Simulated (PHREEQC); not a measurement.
Synthetic water in mg/kgw, 25 °C, pH 6.36:

| constituent | mg/kgw |
|---|---|
| Na | 1190 |
| K | 0.088 |
| Ca | 461 |
| Mg | 415 |
| Cl | 3360 |
| S(6) as SO4 | 599 |
| Alkalinity as HCO3 | 1.39 |
| B | 0.409 |
| Li | 0.642 |
| Sr | 7.5 |

Valence states are taken as typed.

The numbers come from PHREEQC with the Pitzer model, pitzer.dat.

The ionic strength comes out as 0.143 mol/kgw. What activity coefficients do Ca+2, K+, Cl-, Sr+2, HCO3- get?

Ca+2 0.33, K+ 0.76, Cl- 0.74, Sr+2 0.33, HCO3- 0.79. Single-ion values are on the MacInnes scale.

Precipitation was switched off in this run. Species that the database lacks are ignored.
